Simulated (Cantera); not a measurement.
An adiabatic, constant-volume homogeneous reactor starts with 15.0 % CO, 4.49 % H2, 0.928 % CH4, 16.8 % O2, 62.9 % N2, equivalence ratio 0.69, at 1500 K and 180000 Pa.

Cantera simulation using GRI-Mech 3.0 (53 species, 325 reactions); the numbers are that mechanism's predictions, not measurements.

**Question.** Predict: time of steepest temperature rise; temperature at 1.00 s; equilibrium temperature; x(CO) at 1.00 s; x(H2) at 1.00 s; x(H2O) at 1.00 s; x(CO2) at 1.00 s.

**Answer.** time of steepest temperature rise: 15.1 µs
temperature at 1.00 s: 2835 K
equilibrium temperature: 2835 K
x(CO) at 1.00 s: 0.0478 (gas-phase equilibrium 0.0478)
x(H2) at 1.00 s: 0.00310 (gas-phase equilibrium 0.00310)
x(H2O) at 1.00 s: 0.0557 (gas-phase equilibrium 0.0557)
x(CO2) at 1.00 s: 0.122 (gas-phase equilibrium 0.122)
